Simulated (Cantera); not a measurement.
A Cantera script and what it prints.

```python
import numpy as np
import cantera as ct

gas_names = [...]  # 151 gases of nasa_gas.yaml made of C, H, N, O, Si
cond_names = """
    C(gr) C6H6(L) C7H8(L) C8H18(L),n-octa H2O(s) H2O(L) Si(cr) Si(L) SiC(b) SiO2(Lqz) SiO2(hqz) SiO2(L)
    Si2N2O(s) Si3N4(a)
""".split()


# ... load() reads the species with a 1 bar reference pressure and builds the phases ...
atoms = {
    'SiC': {'Si': 1, 'C': 1},
    'H2O': {'H': 2, 'O': 1},
    'N2': {'N': 2},
}
top_T = {'C(gr)': 4500, 'SiC(b)': 3050, 'Si2N2O(s)': 2100, 'Si3N4(a)': 2400}  # K; cautious upper limits of use, not melting points


# ... equilibrate(T, P, feed) seeds the gas with the atoms and calls Mixture.equilibrate('TP', solver="vcs", rtol=1e-11, max_steps=5000) ...
results = []
feed = {'SiC': 1, 'H2O': 0.0025, 'N2': 1.6}  # mol
T = 1400  # K
P = 1333.22  # Pa
mix = equilibrate(T, P, feed)
results.append((T, P, feed, dict(zip(mix.species_names, mix.species_moles))))
print(gas.report(threshold=0.0001))
for i in range(1, mix.n_phases):
    print(f"{mix.phase(i).name:16s} {mix.phase_moles(i):12.5e} mol")
```

Output:

```
       temperature   1400 K
          pressure   1333.2 Pa
           density   0.003204 kg/m^3
  mean mol. weight   27.974 kg/kmol
   phase of matter   gas

                          1 kg             1 kmol
                     ---------------   ---------------
          enthalpy        1.2466e+06        3.4871e+07  J
   internal energy        8.3047e+05        2.3231e+07  J
           entropy            9844.8         2.754e+05  J/K
    Gibbs function       -1.2536e+07       -3.5068e+08  J
 heat capacity c_p            1230.6             34424  J/K
 heat capacity c_v            933.36             26110  J/K

                      mass frac. Y      mole frac. X     chem. pot. / RT
                     ---------------   ---------------   ---------------
                CO        0.00034398        0.00034353           -48.341
                H2        0.00011176         0.0015507           -29.191
                N2           0.99952           0.99808           -30.122
     [ +148 minor]        1.9828e-05        2.1849e-05

C(gr)             3.31757e-03 mol
Si(cr)            0.00000e+00 mol
SiC(b)            9.96101e-01 mol
SiO2(hqz)         0.00000e+00 mol
Si2N2O(s)         1.94928e-03 mol
Si3N4(a)          0.00000e+00 mol
```

Equilibrium computed with Cantera from the NASA thermochemical tables; the gas is ideal and each condensed phase is pure. N2 is the only nitrogen source here; it is nearly inert below about 1500 K, so the nitride shown seldom forms there in practice. Mutual solubility and eutectic melting of coexisting phases are not modelled.
